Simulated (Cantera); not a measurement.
Input: 1 mol Fe(CO)5, 2.3 mol H2, 0.17 mol N2, equilibrated at 1050 K and 6.90 bar.

Cantera equilibrium calculation (NASA polynomials, part measured and part estimated; ideal gas, pure solids and liquids). Candidate condensed phases: C, C6H6, C7H8, C8H18, Fe, Fe(CO)5, FeO, Fe(OH)2, Fe(OH)3, Fe2O3, Fe3O4, H2O; 140 gas species. The tables' stoichiometric FeO is somewhat more stable than real wüstite, so its field is too wide. FeO: taken at fixed stoichiometry. Equilibrium is a limit: real reactors are often held back by kinetics, nucleation or transport.

Problem. What is the equilibrium state?

Solution. 
```
Property                                  Result
-------------------------------------  ---------
x(CO)                                      0.346
x(H2)                                      0.286
x(CO2)                                     0.177
x(H2O)                                     0.124
x(N2)                                     0.0350
x(CH4)                                    0.0322
x(NH3)                                   8.35e-5
x(HCN)                                   1.11e-6
n(C(graphite))                          2.30 mol
n(FeO(s))                               1.00 mol
gas amount                             4.853 mol
log10 activity of Fe(α) (absent)           -0.33
log10 activity of Fe(OH)2(s) (absent)      -5.02
log10 activity of Fe(OH)3(s) (absent)      -9.98
```
